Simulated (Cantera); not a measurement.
Input (Python, Cantera):

```python
import numpy as np
import cantera as ct

gas = ct.Solution("gri30.yaml")
gas.TPX = 1250, 1000000, {'CH4': 1, 'H2': 0.033, 'O2': 1.19, 'N2': 4.46}
reactor = ct.IdealGasReactor(gas, energy="on", clone=False)
net = ct.ReactorNet([reactor])
net.rtol, net.atol = 1e-08, 1e-16
show = ['CH4', 'H2', 'O2', 'H2O2', 'NO', 'CO2']
times = np.geomspace(7e-06, 2, 15)

steps = ct.SolutionArray(gas, extra=["t"])
rows = []
print(f"{'t/s':>10s}{'T/K':>9s}{'P/Pa':>11s}" + "".join(f"{s:>11s}" for s in show))
for t in times:
    while net.time < t:
        t_next = net.step()
        steps.append(gas.state, t=t_next)
    rows.append([np.interp(t, steps.t, y) for y in (steps.T, steps.P, *steps(*show).X.T)])
    print(f"{t:10.3e}{rows[-1][0]:9.1f}{rows[-1][1]:11.4g}" + "".join(f"{x:11.3e}" for x in rows[-1][2:]))
rate = np.gradient(steps.T, steps.t)
print("integrator steps:", len(steps.t))
if steps.T.max() > steps.T[0] + 200:
    print(f"time of steepest temperature rise: {steps.t[rate.argmax()]:.4e} s")
gas.TPX = 1250, 1000000, {'CH4': 1, 'H2': 0.033, 'O2': 1.19, 'N2': 4.46}
gas.equilibrate("UV")
print(f"equilibrium (UV): T = {gas.T:.1f} K  " + "  ".join(f"{s} {gas[s].X[0]:.3e}" for s in show))
```

Output:

```
       t/s      T/K       P/Pa        CH4         H2         O2       H2O2         NO        CO2
 7.000e-06   1250.0      1e+06  1.496e-01  4.938e-03  1.781e-01  1.072e-08  3.604e-19  9.610e-14
 1.717e-05   1250.0      1e+06  1.496e-01  4.938e-03  1.781e-01  5.134e-08  2.115e-18  1.868e-12
 4.212e-05   1250.0      1e+06  1.496e-01  4.938e-03  1.781e-01  1.951e-07  1.778e-17  5.300e-11
 1.033e-04   1250.1      1e+06  1.496e-01  4.935e-03  1.780e-01  5.594e-07  2.755e-16  2.142e-09
 2.535e-04   1250.8  1.001e+06  1.495e-01  4.925e-03  1.780e-01  9.922e-07  3.299e-15  3.408e-08
 6.218e-04   1253.9  1.003e+06  1.490e-01  4.912e-03  1.776e-01  1.833e-06  1.800e-14  2.349e-07
 1.525e-03   1277.6  1.022e+06  1.454e-01  5.256e-03  1.750e-01  8.335e-06  2.284e-13  8.111e-06
 3.742e-03   2841.9  2.561e+06  5.551e-10  1.083e-01  5.441e-05  7.912e-08  5.457e-04  2.266e-02
 9.179e-03   2841.9  2.561e+06  5.551e-10  1.083e-01  5.441e-05  7.912e-08  5.457e-04  2.266e-02
 2.252e-02   2841.9  2.561e+06  5.551e-10  1.083e-01  5.441e-05  7.912e-08  5.457e-04  2.266e-02
 5.523e-02   2841.9  2.561e+06  5.551e-10  1.083e-01  5.441e-05  7.912e-08  5.457e-04  2.266e-02
 1.355e-01   2841.9  2.561e+06  5.551e-10  1.083e-01  5.441e-05  7.912e-08  5.457e-04  2.266e-02
 3.324e-01   2841.9  2.561e+06  5.551e-10  1.083e-01  5.441e-05  7.912e-08  5.457e-04  2.266e-02
 8.153e-01   2841.9  2.561e+06  5.551e-10  1.083e-01  5.441e-05  7.912e-08  5.457e-04  2.266e-02
 2.000e+00   2841.9  2.561e+06  5.551e-10  1.083e-01  5.441e-05  7.912e-08  5.457e-04  2.266e-02
integrator steps: 2292
time of steepest temperature rise: 2.1199e-03 s
equilibrium (UV): T = 2841.9 K  CH4 6.231e-10  H2 1.083e-01  O2 5.441e-05  H2O2 7.912e-08  NO 5.457e-04  CO2 2.266e-02
```

Computed with Cantera and GRI-Mech 3.0 (53 species, 325 reactions).
